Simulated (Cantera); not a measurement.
A perfectly stirred reactor is fed with 41.7 % NO, 58.3 % N2, at 2670 Pa; it is held at 2200 K, and followed from long to short residence time.

Detailed kinetics in Cantera: GRI-Mech 3.0 (53 species, 325 reactions). Radical loss at walls, strong at low pressure, is not modelled.

x: mole fraction; the columns are a selection and need not sum to one.

| τ (s) | x NO | x O | x O2 | x NO2 | x N2 | x N2O |
|---|---|---|---|---|---|---|
| 14 | 0.0392 | 0.00708 | 0.184 | 7.67e-6 | 0.769 | … |
| 3.9 | 0.0874 | 0.00660 | 0.161 | 1.60e-5 | 0.745 | … |
| 1.1 | 0.199 | 0.00540 | 0.106 | 2.93e-5 | 0.690 | … |
| 0.29 | 0.348 | 0.00322 | 0.0326 | 2.83e-5 | 0.617 | … |
| 0.080 | 0.404 | 0.00161 | 0.00553 | 1.49e-5 | 0.589 | 6.43e-5 |
| 0.022 | 0.415 | 0.000664 | 0.000635 | 6.44e-6 | 0.584 | 6.87e-5 |
| 0.0060 | 0.416 | 0.000183 | 4.59e-5 | 1.81e-6 | 0.583 | … |
| 0.0016 | 0.417 | 4.02e-5 | 2.63e-6 | 3.26e-7 | 0.583 | … |

Some entries are withheld; supply them.


- 14, x N2O: 4.37e-7
- 3.9, x N2O: 1.94e-6
- 1.1, x N2O: 1.08e-5
- 0.29, x N2O: 4.05e-5
- 0.0060, x N2O: 5.12e-5
- 0.0016, x N2O: 2.38e-5
